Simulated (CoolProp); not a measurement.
Properties of vinyl chloride along the isobar 418 kPa (Tc = 425.0 K, pc = 5600 kPa, ω = 0.160).

Model: reference Helmholtz-energy equation of state, Thol 2022, in CoolProp.

```csv
T (K),phase,Z,cp (kJ/(kg K)),cv (kJ/(kg K)),isothermal compressibility (1/MPa),expansivity (1/kK),fugacity coefficient
150.2,liquid,0.01793,1.653,0.9915,0.0005549,1.689,4.318e-5
170.5,liquid,0.01634,1.567,0.9383,0.0006556,1.651,0.0005939
190.9,liquid,0.01509,1.514,0.9075,0.0007801,1.644,0.004304
211.2,liquid,0.01411,1.484,0.8924,0.0009361,1.663,0.01976
231.5,liquid,0.01332,1.473,0.8883,0.001137,1.710,0.06599
251.9,liquid,0.01268,1.476,0.8922,0.001404,1.788,0.1751
272.2,liquid,0.01218,1.492,0.9021,0.001767,1.905,0.3874
292.5,liquid,0.01180,1.521,0.9165,0.002287,2.074,0.7472
312.9,gas,0.9316,0.9619,0.7812,2.582,4.009,0.9363
333.2,gas,0.9449,0.9813,0.8117,2.541,3.593,0.9479
353.6,gas,0.9548,1.006,0.8435,2.511,3.273,0.9568
373.9,gas,0.9624,1.032,0.8756,2.489,3.019,0.9638
394.2,gas,0.9684,1.060,0.9074,2.473,2.809,0.9694
414.6,gas,0.9733,1.089,0.9388,2.460,2.631,0.9739
```
